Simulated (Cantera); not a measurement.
Charge: 1 mol Si2Cl6, 1 mol N2.

These are equilibrium values from Cantera (NASA tables, ideal gas, pure condensed phases), not measurements of a reactor. Candidate condensed phases: Si, Si3N4; 13 gas species. The feed counts by its element totals alone. N2 is the only nitrogen source here; it is nearly inert below about 1500 K, so the nitride shown seldom forms there in practice. The tables' values for SiCl3 are old estimates. The numbers say what is thermodynamically allowed, not how fast it happens.

Question: What condenses at these points (T in °C, P in Pa): (1077, 100000); (1077, 85); (1052, 100000); (1152, 5); (952, 85)?

Answer: 
```tsv
T (°C)	P in Pa	condensed phases	Si condensed (%)
1077	100000	Si3N4	24.5
1077	85	gas only	0.0
1052	100000	Si3N4	24.7
1152	5	gas only	0.0
952	85	Si3N4	21.1
```
